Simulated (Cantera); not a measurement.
Predominance diagram of V at 402 °C against the partial pressures of O₂ and N₂ (log10, bar). Source: NASA polynomial tables (part measured, part estimated), evaluated in Cantera. Candidates: V(s), VN(s), VO(s), V₂O₃(s), V₂O₄(s), V₂O₅(s). Only these pure phases compete in this equilibrium. VN, VO: taken at fixed stoichiometry. Not in the tables: V₃O₅ to V₆O₁₃, V₂N.

Q: Which phase is stable at these pairs, and which metal-bearing vapour leads over it? (-17.1, -10.5); (-18.9, -3.6); (-17.1, -17.4); (-6.9, -15.1); (-24, 1); (-24, -22); (-20.6, -10.5)

A: 
```json
[
 {"log p(O₂)": "-17.1", "log p(N₂)": "-10.5", "phase": "V₂O₄(s)", "chief vapour": "VO₂", "log p (bar)": "-26.7"},
 {"log p(O₂)": "-18.9", "log p(N₂)": "-3.6", "phase": "V₂O₄(s)", "chief vapour": "VO₂", "log p (bar)": "-26.7"},
 {"log p(O₂)": "-17.1", "log p(N₂)": "-17.4", "phase": "V₂O₄(s)", "chief vapour": "VO₂", "log p (bar)": "-26.7"},
 {"log p(O₂)": "-6.9", "log p(N₂)": "-15.1", "phase": "V₂O₅(s)", "chief vapour": "VO₂", "log p (bar)": "-27.4"},
 {"log p(O₂)": "-24", "log p(N₂)": "1", "phase": "V₂O₃(s)", "chief vapour": "VO₂", "log p (bar)": "-26.8"},
 {"log p(O₂)": "-24", "log p(N₂)": "-22", "phase": "V₂O₃(s)", "chief vapour": "VO₂", "log p (bar)": "-26.8"},
 {"log p(O₂)": "-20.6", "log p(N₂)": "-10.5", "phase": "V₂O₄(s)", "chief vapour": "VO₂", "log p (bar)": "-26.7"}
]
```
